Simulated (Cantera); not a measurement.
Input (Python, Cantera):

```python
import numpy as np
import cantera as ct

gas = ct.Solution("gri30.yaml")


def delay(T, t_max=10):
    gas.TPX = T, 101325, {'CH3OH': 1, 'O2': 2.21, 'N2': 6.18}
    reactor = ct.IdealGasReactor(gas, clone=False)
    net = ct.ReactorNet([reactor])
    net.rtol, net.atol = 1e-8, 1e-16
    while net.time < t_max:
        t_old, T_old = net.time, reactor.T
        net.step()
        if reactor.T > T + 400:  # ignition: a rise of 400 K
            return t_old + (T + 400 - T_old) / (reactor.T - T_old) * (net.time - t_old)
    return np.nan


taus = []
for T in [1050, 1150, 1250, 1350, 1450, 1550, 1650]:
    taus.append(delay(T))
    print(f"T0 = {T:6g} K   tau = {taus[-1]:.4e} s")
```

Result:

```
T0 =   1050 K   tau = 1.6234e-01 s
T0 =   1150 K   tau = 2.2218e-02 s
T0 =   1250 K   tau = 4.2493e-03 s
T0 =   1350 K   tau = 1.0708e-03 s
T0 =   1450 K   tau = 3.4035e-04 s
T0 =   1550 K   tau = 1.3089e-04 s
T0 =   1650 K   tau = 5.8321e-05 s
```

Detailed kinetics in Cantera: GRI-Mech 3.0 (53 species, 325 reactions). GRI-Mech 3.0 was tuned for natural gas; its chemistry of methanol as a main component is partial and can be far from experiment.
